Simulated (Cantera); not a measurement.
Charge: 1 mol CH₄, 0.08 mol NH₃, 2.6 mol H₂, held at 1700 K and 0.255 Torr.

Method: chemical equilibrium by Gibbs-energy minimisation in Cantera with the NASA 1993 tables (ideal gas, pure condensed phases). Candidate condensed phases: C, C₆H₆, C₇H₈, C₈H₁₈; 92 gas species. The numbers say what is thermodynamically allowed, not how fast it happens.

Base state: H₂ 0.983, N₂ 0.00820, H 0.00792, HCN 0.000329, C₂H₂ (acetylene) 7.22e-5 (mole fractions); condensed: C(graphite).

Q: What changes in the equilibrium state with this change: temperature from 1700 K to 2550 K?

A: 
```json
[
 {"species": "H", "before": "0.00792", "after": "0.775"},
 {"species": "H₂", "before": "0.983", "after": "0.210"},
 {"species": "N₂", "before": "0.00820", "after": "0.00361"},
 {"species": "C₃", "before": "<1e-9", "after": "0.00313"},
 {"species": "C", "before": "<1e-9", "after": "0.000960"},
 {"species": "C(graphite), mol", "before": "0.998", "after": "0.833"}
]
```

Q: What changes in the equilibrium state with this change: NH₃ from 0.08 to 0.039 mol?

A: 
| species | before | after |
|---|---|---|
| H₂ | 0.983 | 0.988 |
| H | 0.00792 | 0.00794 |
| N₂ | 0.00820 | 0.00403 |
| HCN | 0.000329 | 0.000231 |
| C₂H₂ (acetylene) | 7.22e-5 | 7.25e-5 |
| C(graphite), mol | 0.998 | 0.998 |

Q: What changes in the equilibrium state with this change: NH₃ from 0.08 to 0.015 mol?

A: 
| species | before | after |
|---|---|---|
| H₂ | 0.983 | 0.990 |
| H | 0.00792 | 0.00795 |
| N₂ | 0.00820 | 0.00154 |
| HCN | 0.000329 | 0.000143 |
| C₂H₂ (acetylene) | 7.22e-5 | 7.27e-5 |
| C(graphite), mol | 0.998 | 0.999 |
